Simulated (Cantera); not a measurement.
# Thermodynamics of silicon epitaxy and polysilicon growth, feed SiHCl3 + HCl + N2

A closed system holds: 1 mol SiHCl3, 4 mol HCl, 22 mol N2, at 1525 K and 3.70 mbar.

These are equilibrium values from Cantera (NASA tables, ideal gas, pure condensed phases), not measurements of a reactor. Candidate condensed phases: NH4Cl, Si, Si3N4; 28 gas species. The tables' values for SiCl3 are old estimates; treat these amounts as uncertain. Rates play no part.

- x(N2): 0.791
- x(HCl): 0.164
- x(SiCl2): 0.0254
- x(H2): 0.00774
- x(SiCl3): 0.00614
- x(SiCl4): 0.00440
- x(Cl): 0.000582
- x(H): 3.42e-5
- x(SiHCl3): 2.35e-5
- gas amount: 27.80 mol
- log10 activity of Si(s) (absent): -2.65
